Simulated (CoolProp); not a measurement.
Vapour-liquid equilibrium of R125 (1) + propylene (2) at -52.35 °C; x and y are mole fractions of (1).

Computed with CoolProp (multi-fluid Helmholtz-energy mixture model, Lemmon 2005 and Lemmon 2013; pair parameters Bell 2016).

```csv
x,bubble pressure (bar),y at the bubble point,dew pressure at overall composition x (bar),liquid density (mol/L)
0.05,0.9063,0.142,0.8441,14.49
0.2,1.059,0.347,0.9486,14.08
0.35,1.113,0.438,1.061,13.72
0.5,1.126,0.498,1.126,13.42
0.65,1.112,0.561,1.060,13.16
0.8,1.055,0.657,0.9508,12.95
0.95,0.9051,0.865,0.8488,12.79
```

y crosses x between x = 0.35 and 0.5: the model has an azeotrope there.

The pair parameters rest on a limited set of measurements; away from them the model extrapolates.
